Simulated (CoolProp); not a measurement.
The numbers come from the reference Helmholtz-energy equation of state, Akasaka 2023 in CoolProp.

Task: Give the vapour pressure (MPa), liquid density (kg/m³), vapour density (kg/m³), enthalpy of vaporisation (kJ/kg) of saturated R1224YDZ at 242.9 K.

Result: 
```csv
T (K),p (MPa),liquid density (kg/m³),vapour density (kg/m³),enthalpy of vaporisation (kJ/kg)
242.9,0.0119,1500,0.888,190
```
